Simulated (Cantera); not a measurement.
A closed system holds: 1 mol Ta, 22 mol H₂O, 130 mol H₂, equilibrated at 0.490 Pa.

Cantera equilibrium calculation (NASA polynomials, part measured and part estimated; ideal gas, pure solids and liquids). Candidate condensed phases: H₂O, Ta, Ta₂O₅; 12 gas species. Rates play no part.

x: gas mole fraction; nothing condenses.

| T (K) | x H | x H₂ | x O | x OH | x H₂O | x TaO₂ | x O₂ |
|---|---|---|---|---|---|---|---|
| 2198 | 0.822 | 0.107 | 0.0489 | 0.00911 | 0.00850 | 0.00346 | ___ |
| 2223 | 0.845 | 0.0852 | 0.0524 | 0.00761 | 0.00532 | 0.00335 | ___ |
| 2248 | 0.863 | 0.0677 | 0.0549 | 0.00624 | 0.00326 | 0.00327 | ___ |
| 2273 | 0.878 | 0.0536 | 0.0567 | 0.00504 | 0.00198 | 0.00319 | ___ |
| 2298 | 0.890 | 0.0423 | 0.0581 | 0.00405 | 0.00120 | 0.00311 | ___ |
| 2323 | 0.900 | 0.0335 | 0.0591 | 0.00323 | 0.000722 | 0.00303 | ___ |
| 2348 | 0.907 | 0.0264 | 0.0598 | 0.00258 | 0.000437 | 0.00295 | ___ |
| 2373 | 0.913 | 0.0209 | 0.0603 | 0.00206 | 0.000266 | 0.00285 | ___ |
| 2398 | 0.917 | 0.0166 | 0.0608 | 0.00164 | 0.000162 | 0.00273 | ___ |
| 2423 | 0.921 | 0.0132 | 0.0612 | 0.00132 | 9.99e-5 | 0.00258 | ___ |
| 2448 | 0.924 | 0.0105 | 0.0615 | 0.00106 | 6.20e-5 | 0.00242 | ___ |
| 2473 | 0.926 | 0.00844 | 0.0618 | 0.000853 | 3.88e-5 | 0.00222 | ___ |
| 2498 | 0.927 | 0.00678 | 0.0621 | 0.000691 | 2.44e-5 | 0.00201 | ___ |
| 2523 | 0.928 | 0.00547 | 0.0624 | 0.000561 | 1.55e-5 | 0.00178 | ___ |

What belongs in the gaps?


- 2198, x O₂: 0.00165
- 2223, x O₂: 0.00137
- 2248, x O₂: 0.00111
- 2273, x O₂: 0.000879
- 2298, x O₂: 0.000686
- 2323, x O₂: 0.000532
- 2348, x O₂: 0.000411
- 2373, x O₂: 0.000317
- 2398, x O₂: 0.000246
- 2423, x O₂: 0.000191
- 2448, x O₂: 0.000149
- 2473, x O₂: 0.000117
- 2498, x O₂: 9.19e-5
- 2523, x O₂: 7.26e-5
